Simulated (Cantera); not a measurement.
Mixture: CH₃OH : O₂ : N₂ : H₂O = 1 : 1.53 : 5.76 : 0.27 (molar parts), equivalence ratio 0.98, at 1.01 bar, adiabatic and at constant volume. Ignition delay is the time to a rise of 400 K.

Detailed kinetics in Cantera: GRI-Mech 3.0 (53 species, 325 reactions). GRI-Mech 3.0 was tuned for natural gas; its chemistry of methanol as a main component is partial and can be far from experiment.

### Question
Predict: delay at 1225 K; delay at 1325 K; delay at 1425 K; delay at 1525 K; delay at 1625 K; delay at 1725 K; delay at 1825 K; apparent activation energy between 1625 and 1825 K.

### Answer
```
Item                                                    Result
--------------------------------------------------  ----------
delay at 1225 K                                        5.65 ms
delay at 1325 K                                        1.32 ms
delay at 1425 K                                       0.394 ms
delay at 1525 K                                       0.143 ms
delay at 1625 K                                        60.9 µs
delay at 1725 K                                        29.3 µs
delay at 1825 K                                        15.5 µs
apparent activation energy between 1625 and 1825 K  170 kJ/mol
```
